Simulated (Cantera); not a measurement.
# SiH4 + NH3 + N2 (silicon nitride deposition)

Feed: 1 mol SiH4, 0.47 mol NH3, 74 mol N2, equilibrated at 10.0 Torr.

Equilibrium computed with Cantera from the NASA thermochemical tables; the gas is ideal and each condensed phase is pure. Candidate condensed phases: Si, Si3N4; 18 gas species. The tables' values for SiN are old estimates; treat these amounts as uncertain. Kinetics and transport are ignored.

From 802 °C to 1502 °C the condensed part is Si3N4(s). From 1602 °C to 1802 °C the condensed part is Si(l).

| T (°C) | log p N2 | log p H2 | log p Si | log p H | n Si3N4(s) | n Si(l) |
|---|---|---|---|---|---|---|
| 802 | -1.89 | -3.33 | <-13 | -9.50 | 0.333 | 0 |
| 902 | -1.89 | -3.33 | <-13 | -8.57 | 0.333 | 0 |
| 1002 | -1.89 | -3.33 | -13.85 | -7.80 | 0.333 | 0 |
| 1102 | -1.89 | -3.33 | -11.79 | -7.13 | 0.333 | 0 |
| 1202 | -1.89 | -3.33 | -10.01 | -6.55 | 0.333 | 0 |
| 1302 | -1.89 | -3.33 | -8.46 | -6.04 | 0.333 | 0 |
| 1402 | -1.89 | -3.33 | -7.09 | -5.60 | 0.333 | 0 |
| 1502 | -1.89 | -3.33 | -5.89 | -5.20 | 0.330 | 0 |
| 1602 | -1.89 | -3.34 | -5.04 | -4.85 | 0 | 0.937 |
| 1702 | -1.89 | -3.34 | -4.49 | -4.54 | 0 | 0.783 |
| 1802 | -1.90 | -3.36 | -3.99 | -4.26 | 0 | 0.329 |
log p: log10 of the partial pressure in bar; n: condensed amount in mol.
